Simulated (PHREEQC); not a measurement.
A solution holds 0.021 mol/kgw H2SeO4, 0.012 mol/kgw NH3 and 0.0031 mol/kgw CaCl2, at 25 °C. Closed to the air; pH follows from the charge balance.

Model: ion-association model, wateq4f.dat, run in PHREEQC.

| quantity | before | after |
|---|---|---|
| pH | 1.71 | 10.64 |
| ionic strength (mol/kgw) | 0.0587 | 0.0728 |
| SeO4-2 (mol/kgw) | 0.0142 | 0.0210 |
| HSeO4- (mol/kgw) | 0.00682 | 1.12e-11 |
| SI of Portlandite (Ca(OH)2) | -22.24 | -4.40 |

Task: Name the change that produced these shifts.
(A) 0.0012 mol/kgw NaCl added
(B) H2SeO4 replaced by Na2SeO4 at the same molality
(C) temperature from 25 to 30 °C
(D) NH3 left out

Result: B, H2SeO4 replaced by Na2SeO4 at the same molality

No solid was allowed to form.
